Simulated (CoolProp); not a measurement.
Saturation properties of c-C4F8 (RC318).

Values from CoolProp's reference Helmholtz-energy equation of state, Platzer 1990. This equation is an older, rougher fit; its heat capacities, sound speeds and derivatives of the liquid may be far off and weren't checked against measurements.

```csv
T (°C),p (kPa),vapour density (kg/m³),enthalpy of vaporisation (kJ/kg)
-10.35,84.23,8.017,118.3
1.85,138.6,12.83,113.8
14.05,216.8,19.68,109.0
26.15,324.2,29.06,103.7
38.35,469.0,41.90,97.94
50.45,656.0,59.02,91.58
62.65,896.0,82.23,84.34
74.75,1194,113.6,76.03
```

It boils at -6.0 °C under 1 atm.
